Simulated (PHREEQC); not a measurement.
Make-up at 25 °C: 0.028 mol/kgw HF and 7.7e-05 mol/kgw KF. Closed to the air; pH follows from the charge balance.

Computed with PHREEQC (ion-association model, wateq4f.dat).

Precipitation was switched off in this run.

**Question.** Order these F species by the share of F that they hold, largest first: H2F2, F-, HF, HF2-.

**Answer.** HF (75 %), F- (14 %), H2F2 (8.3 %), HF2- (2.3 %)

The pH is 2.41 and the ionic strength 0.00422 mol/kgw. Species that the database lacks are ignored. wateq4f.dat counts part of the HF as a dimer, H2F2, which phreeqc.dat doesn't know; its constant is uncertain.
